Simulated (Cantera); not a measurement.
A perfectly stirred reactor is fed with CH4 : N2 = 1 : 43 (molar parts), at 1.00 bar; it is held at 1875 K, and followed from long to short residence time.

Model: GRI-Mech 3.0 (53 species, 325 reactions), integrated in Cantera. GRI-Mech 3.0 stops at C3 and has no aromatics, soot or wall deposition, so with more carbon than oxygen in the feed, carbon stays in small species such as C2H2 where larger ones or solid carbon would form.

### Question
What does this change do: pressure from 1.00 bar to 0.240 bar?

### Answer
```json
[
 {"quantity": "x(CH4) at τ = 19.0 s", "before": "0.000123", "after": "0.000117"},
 {"quantity": "x(H) at τ = 19.0 s", "before": "0.000119", "after": "0.000236"},
 {"quantity": "x(HCN) at τ = 19.0 s", "before": "0.00105", "after": "0.00189"},
 {"quantity": "x(C2H2) at τ = 19.0 s", "before": "0.0105", "after": "0.0101"},
 {"quantity": "x(C2H4) at τ = 19.0 s", "before": "4.98e-6", "after": "1.27e-6"},
 {"quantity": "x(CH4) at τ = 46.0 ms", "before": "0.00263", "after": "0.00368"},
 {"quantity": "x(H) at τ = 46.0 ms", "before": "9.98e-5", "after": "0.000138"},
 {"quantity": "x(HCN) at τ = 46.0 ms", "before": "4.02e-5", "after": "3.73e-5"},
 {"quantity": "x(C2H2) at τ = 46.0 ms", "before": "0.00968", "after": "0.00904"},
 {"quantity": "x(C2H4) at τ = 46.0 ms", "before": "3.46e-5", "after": "7.97e-5"}
]
```

### Question
What does this change do: CH4 1 to 0.11 parts?

### Answer
```tsv
quantity	before	after
x(CH4) at τ = 19.0 s	0.000123	9.13e-6
x(H) at τ = 19.0 s	0.000119	3.95e-5
x(HCN) at τ = 19.0 s	0.00105	0.00115
x(C2H2) at τ = 19.0 s	0.0105	0.000690
x(C2H4) at τ = 19.0 s	4.98e-6	4.61e-8
x(CH4) at τ = 46.0 ms	0.00263	0.000297
x(H) at τ = 46.0 ms	9.98e-5	3.13e-5
x(HCN) at τ = 46.0 ms	4.02e-5	8.28e-5
x(C2H2) at τ = 46.0 ms	0.00968	0.00105
x(C2H4) at τ = 46.0 ms	3.46e-5	6.85e-6
```

### Question
What does this change do: temperature 1875 to 1625 K?

### Answer
| quantity | before | after |
|---|---|---|
| x(CH4) at τ = 19.0 s | 0.000123 | 0.00119 |
| x(H) at τ = 19.0 s | 0.000119 | 1.22e-5 |
| x(HCN) at τ = 19.0 s | 0.00105 | 4.27e-6 |
| x(C2H2) at τ = 19.0 s | 0.0105 | 0.0105 |
| x(C2H4) at τ = 19.0 s | 4.98e-6 | 3.09e-5 |
| x(CH4) at τ = 46.0 ms | 0.00263 | 0.0148 |
| x(H) at τ = 46.0 ms | 9.98e-5 | 5.00e-6 |
| x(HCN) at τ = 46.0 ms | 4.02e-5 | 7.78e-8 |
| x(C2H2) at τ = 46.0 ms | 0.00968 | 0.00348 |
| x(C2H4) at τ = 46.0 ms | 3.46e-5 | 0.000323 |
